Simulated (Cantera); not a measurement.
Ignition delay

Mixture: 33.5 % H2, 14.0 % O2, 52.6 % N2, equivalence ratio 1.2, at 10.0 bar, adiabatic and at constant pressure. Ignition delay is the time to a rise of 400 K.

Cantera simulation using the H2/O2 subset of GRI-Mech 3.0, which has no nitrogen chemistry; the numbers are that mechanism's predictions, not measurements. The hydrogen kinetics of GRI-Mech 3.0 are dated; newer H2 mechanisms differ, most at raised pressure. Where the delays flatten at high temperature, the 400 K rule measures the pace of heat release, not the induction time.

```tsv
T0 (K)	delay (ms)
1075	1.45
1175	0.129
1275	0.00723
1375	0.00273
1475	0.00163
1575	0.00114
1675	0.000862
1775	0.000694
1875	0.000589
1975	0.000522
```
